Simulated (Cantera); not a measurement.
Input: 1 mol Cu, 2.5 mol F₂, at 32.0 mbar.

Method: chemical equilibrium by Gibbs-energy minimisation in Cantera with the NASA 1993 tables (ideal gas, pure condensed phases). Candidate condensed phases: Cu, CuF₂; 6 gas species. Rates play no part.

Task: Which condensed phases are stable at each of these points (T (K)): 748, 823, 898, 973, 1048, 1123, 1198, 1273, 1348?

Result: 
```
T (K)  condensed phases  Cu condensed (%)
-----  ----------------  ----------------
748             CuF₂(s)             100.0
823             CuF₂(s)             100.0
898             CuF₂(s)             100.0
973             CuF₂(s)             100.0
1048            CuF₂(s)              99.7
1123            CuF₂(l)              97.7
1198            CuF₂(l)              90.3
1273            CuF₂(l)              66.4
1348           gas only               0.0
```

From 748 K to 1048 K the condensed part is CuF₂(s). From 1123 K to 1273 K the condensed part is CuF₂(l). At 1348 K nothing is condensed.
